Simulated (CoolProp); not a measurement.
A single-stage vapour-compression cycle with the fluid: evaporating at 219.15 K (dew point), condensing at 281.15 K (bubble point), superheat 0 K, subcooling 5 K, compressor efficiency 0.85, no pressure losses. The same conditions are run with several fluids, on thermodynamics alone (safety and materials aside).

Values from CoolProp's reference Helmholtz-energy equation of state of each fluid (R152A: Outcalt 1996; CH3F (R41): Lemmon 2006; propylene: Lemmon 2013; R407C: Lemmon 2003; isobutene: Lemmon 2005; R142b: Lemmon 2006). Blends and air are pseudo-pure fits.

```
fluid       cooling COP  pressure ratio  discharge temperature (K)  refrigerating effect (kJ/kg)  volumetric capacity (kJ/m³)
----------  -----------  --------------  -------------------------  ----------------------------  ---------------------------
R152A              2.45            16.1                      335.0                           262                          209
CH3F (R41)         2.17            7.66                      365.6                           319                         2150
propylene          2.40             ___                      320.5                           315                          ___
R407C              2.08            18.3                      335.9                           175                          338
isobutene          2.47             ___                      309.5                           310                         97.3
R142b              2.47            18.4                      316.4                           ___                          104
```

**Question.** Some entries are withheld; supply them.

**Answer.** 
- propylene, pressure ratio: 9.81
- propylene, volumetric capacity (kJ/m³): 562
- isobutene, pressure ratio: 17.4
- R142b, refrigerating effect (kJ/kg): 178
